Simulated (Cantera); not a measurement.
A perfectly stirred reactor is fed with CH4 : C2H6 : O2 : N2 = 1 : 0.2 : 1.93 : 7.25 (molar parts), equivalence ratio 1.4, at 1000000 Pa; it is adiabatic with a 450 K inlet, and is followed from long to short residence time, starting on the burning branch (τ in s: 0.058, 0.023, 0.0088, 0.0034, 0.0013, 0.00052, 0.0002, 7.9e-05, 3.1e-05, 1.2e-05, 4.7e-06).

Computed with Cantera and GRI-Mech 3.0 (53 species, 325 reactions).

### Question
What does this change do: CH4 1 to 0.75 parts?

### Answer
```
quantity                                                                       before                               after
------------------------------------------------  -----------------------------------  ----------------------------------
blow-out, bracketed by the residence times tried  burning at 0.200 ms, out at 79.0 µs  burning at 31.0 µs, out at 12.0 µs
x(CH4) at τ = 58.0 ms                                                        0.000361                             6.57e-6
x(C2H6) at τ = 58.0 ms                                                        1.45e-7                             2.97e-8
x(O2) at τ = 58.0 ms                                                          6.00e-5                            0.000119
x(HCN) at τ = 58.0 ms                                                         1.15e-5                             8.88e-7
x(OH) at τ = 58.0 ms                                                         0.000102                            0.000886
x(CH4) at τ = 0.520 ms                                                        0.00449                             9.67e-5
x(C2H6) at τ = 0.520 ms                                                       2.79e-5                             2.32e-6
x(O2) at τ = 0.520 ms                                                         0.00398                             0.00193
x(HCN) at τ = 0.520 ms                                                        5.60e-5                             1.45e-5
x(OH) at τ = 0.520 ms                                                        0.000207                             0.00254
```
